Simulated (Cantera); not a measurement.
Feed: 1 mol AlN, 0.92 mol H₂, at 1677 °C and 7.30 bar.

Cantera equilibrium calculation (NASA polynomials, part measured and part estimated; ideal gas, pure solids and liquids). Candidate condensed phases: Al, AlN; 13 gas species. Equilibrium is a limit: real reactors are often held back by kinetics, nucleation or transport.

Base state: H₂ 0.999, H 0.000424, Al 5.53e-5, N₂ 5.05e-5, AlH 4.68e-5 (mole fractions); condensed: AlN(s).

**Question.** What changes in the equilibrium state with this change: temperature from 1677 °C to 2477 °C?

**Answer.** 
```json
[
 {"species": "H₂", "before": "0.999", "after": "0.769"},
 {"species": "Al", "before": "5.53e-5", "after": "0.111"},
 {"species": "N₂", "before": "5.05e-5", "after": "0.0739"},
 {"species": "AlH", "before": "4.68e-5", "after": "0.0222"},
 {"species": "H", "before": "0.000424", "after": "0.0222"},
 {"species": "Al₂", "before": "8.91e-9", "after": "0.00160"},
 {"species": "NH₃", "before": "1.13e-6", "after": "1.10e-5"},
 {"species": "AlN(s), mol", "before": "1.000", "after": "0.828"},
 {"species": "Al(l), mol", "before": "0", "after": "0.0129"}
]
```
Mutual solubility and eutectic melting of coexisting phases are not modelled.
